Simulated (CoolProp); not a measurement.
The fluid at 259.61 K and 1.22 MPa is compressed adiabatically to 8.3 MPa with isentropic efficiency 0.8. The same conditions are run with several fluids, on thermodynamics alone (safety and materials aside).

The numbers come from the reference Helmholtz-energy equation of state of each fluid (hydrogen chloride: Thol 2018; dry air: Lemmon 2000; nitrous oxide: Lemmon 2006; carbon dioxide: Span 1996; oxygen: Schmidt 1985) in CoolProp. Blends and air are pseudo-pure fits.

```csv
fluid,work (kJ/kg),final temperature (K),final phase,final density (kg/m³)
hydrogen chloride,164,483.5,?,?
dry air,240,496.5,supercritical,56.5
nitrous oxide,?,426.0,supercritical,119
carbon dioxide,130,?,supercritical,115
oxygen,214,?,supercritical,64.0
```

Problem. What belongs in the gaps?

Solution. 
- hydrogen chloride, final phase: gas
- hydrogen chloride, final density (kg/m³): 83.4
- nitrous oxide, work (kJ/kg): 127
- carbon dioxide, final temperature (K): 429.8
- oxygen, final temperature (K): 490.7

Above 300 K oxygen's equation is extrapolated.
